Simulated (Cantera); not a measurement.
A perfectly stirred reactor is fed with C₂H₆ : N₂ = 1 : 4.3 (molar parts), at 1330 Pa; it is held at 1125 K, and followed from long to short residence time.

Computed with Cantera and GRI-Mech 3.0 (53 species, 325 reactions). GRI-Mech 3.0 stops at C3 and has no aromatics, soot or wall deposition, so with more carbon than oxygen in the feed, carbon stays in small species such as C2H2 where larger ones or solid carbon would form. Radical loss at walls, strong at low pressure, is not modelled.

Task: Predict: x(C₂H₆) at τ = 16.0 s; x(C₂H₄) at τ = 16.0 s; x(CH₃) at τ = 16.0 s; x(CH₄) at τ = 16.0 s; x(C₂H₆) at τ = 0.280 s; x(C₂H₄) at τ = 0.280 s; x(CH₃) at τ = 0.280 s; x(CH₄) at τ = 0.280 s.

Result: 
| Item | Value |
|---|---|
| x(C₂H₆) at τ = 16.0 s | 0.00733 |
| x(C₂H₄) at τ = 16.0 s | 0.0760 |
| x(CH₃) at τ = 16.0 s | 1.54e-5 |
| x(CH₄) at τ = 16.0 s | 0.0308 |
| x(C₂H₆) at τ = 0.280 s | 0.139 |
| x(C₂H₄) at τ = 0.280 s | 0.0375 |
| x(CH₃) at τ = 0.280 s | 5.92e-5 |
| x(CH₄) at τ = 0.280 s | 0.00605 |
